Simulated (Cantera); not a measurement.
Input (Python, Cantera) and output of one run.

```python
import numpy as np
import cantera as ct

gas_names = [...]  # 47 gases of nasa_gas.yaml made of Ca, F, H, N, O
cond_names = """
    Ca(a) Ca(b) Ca(L) CaF2(a) CaF2(b) CaF2(L) CaO(s) CaO(L) CaO2H2(s) H2O(s) H2O(L)
""".split()


# ... load() reads the species with a 1 bar reference pressure and builds the phases ...
atoms = {
    'CaF2': {'Ca': 1, 'F': 2},
    'O2': {'O': 2},
    'N2': {'N': 2},
    'NH3': {'N': 1, 'H': 3},
}
top_T = {}  # K; cautious upper limits of use, not melting points


# ... equilibrate(T, P, feed) seeds the gas with the atoms and calls Mixture.equilibrate('TP', solver="vcs", rtol=1e-11, max_steps=5000) ...
results = []
feed = {'CaF2': 1, 'O2': 0.83, 'N2': 4.7, 'NH3': 0.064}  # mol
P = 7000  # Pa
for T in [1050, 1150, 1250, 1350, 1450, 1550, 1650, 1750, 1850]:
    mix = equilibrate(T, P, feed)
    results.append((T, P, feed, dict(zip(mix.species_names, mix.species_moles))))
    x = sorted(zip(gas.X, gas.species_names), reverse=True)
    print(f"T = {T:g} K  P = {P:g} Pa  gas = {mix.phase_moles(0):.4g} mol")
    print("   x: " + "  ".join(f"{s} {v:.3e}" for v, s in x if v > 0.0001))
    print("   condensed (mol): " + ("  ".join(f"{mix.phase(i).name} {mix.phase_moles(i):.4g}"
          for i in range(1, mix.n_phases) if mix.phase_moles(i) > 1e-12) or "none"))
```

It prints:

```
T = 1050 K  P = 7000 Pa  gas = 5.61 mol
   x: N2 8.434e-01  O2 1.394e-01  H2O 1.708e-02
   condensed (mol): CaF2(a) 0.9998  CaO(s) 0.0001873
T = 1150 K  P = 7000 Pa  gas = 5.611 mol
   x: N2 8.433e-01  O2 1.393e-01  H2O 1.698e-02  HF 2.684e-04  NO 1.106e-04
   condensed (mol): CaF2(a) 0.9992  CaO(s) 0.000753
T = 1250 K  P = 7000 Pa  gas = 5.612 mol
   x: N2 8.430e-01  O2 1.392e-01  H2O 1.668e-02  HF 8.503e-04  NO 2.376e-04
   condensed (mol): CaF2(a) 0.9976  CaO(s) 0.002386
T = 1350 K  P = 7000 Pa  gas = 5.616 mol
   x: N2 8.423e-01  O2 1.390e-01  H2O 1.598e-02  HF 2.219e-03  NO 4.556e-04
   condensed (mol): CaF2(a) 0.9938  CaO(s) 0.006232
T = 1450 K  P = 7000 Pa  gas = 5.624 mol
   x: N2 8.410e-01  O2 1.386e-01  H2O 1.461e-02  HF 4.882e-03  NO 7.976e-04
   condensed (mol): CaF2(b) 0.9862  CaO(s) 0.01373
T = 1550 K  P = 7000 Pa  gas = 5.636 mol
   x: N2 8.389e-01  O2 1.381e-01  H2O 1.244e-02  HF 9.106e-03  NO 1.297e-03
   condensed (mol): CaF2(b) 0.9738  CaO(s) 0.02566
T = 1650 K  P = 7000 Pa  gas = 5.655 mol
   x: N2 8.358e-01  O2 1.372e-01  HF 1.466e-02  H2O 9.578e-03  NO 1.985e-03  CaF2 5.469e-04  OH 1.387e-04
   condensed (mol): CaF2(b) 0.9555  CaO(s) 0.04144
T = 1750 K  P = 7000 Pa  gas = 5.682 mol
   x: N2 8.313e-01  O2 1.361e-01  HF 2.009e-02  H2O 6.731e-03  NO 2.886e-03  CaF2 2.531e-03  OH 2.287e-04  O 1.043e-04
   condensed (mol): CaF2(L) 0.9285  CaO(s) 0.05709
T = 1850 K  P = 7000 Pa  gas = 5.735 mol
   x: N2 8.232e-01  O2 1.341e-01  HF 2.439e-02  CaF2 9.318e-03  H2O 4.369e-03  NO 4.005e-03  OH 3.362e-04  O 2.669e-04
   condensed (mol): CaF2(L) 0.8766  CaO(s) 0.06996
```

Cantera equilibrium calculation (NASA polynomials, part measured and part estimated; ideal gas, pure solids and liquids). Mutual solubility and eutectic melting of coexisting phases are not modelled.
